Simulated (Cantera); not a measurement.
Feed: 1 mol Si, 8.3 mol Cl2, held at 1.33 mbar.

Cantera equilibrium calculation (NASA polynomials, part measured and part estimated; ideal gas, pure solids and liquids). Candidate condensed phases: Si; 9 gas species. Kinetics and transport are ignored. All values below are at 1200 K.

Base state: Cl2 0.758, SiCl4 0.129, Cl 0.113 (mole fractions); condensed: gas only.

**Question.** What changes in the equilibrium state with this change: 1.7 mol O2 added?

**Answer.** 
| species | before | after |
|---|---|---|
| Cl2 | 0.758 | 0.810 |
| Cl | 0.113 | 0.117 |
| O2 | 0 | 0.0732 |
| SiCl4 | 0.129 | 4.75e-8 |
| ClO | 0 | 4.53e-5 |
| SiO2(β-quartz), mol | 0 | 1.00 |
The tables hold silica as quartz up to 1696 K and as liquid above; real silica turns to tridymite and cristobalite and melts near 1996 K. Further candidate phases: SiO2.
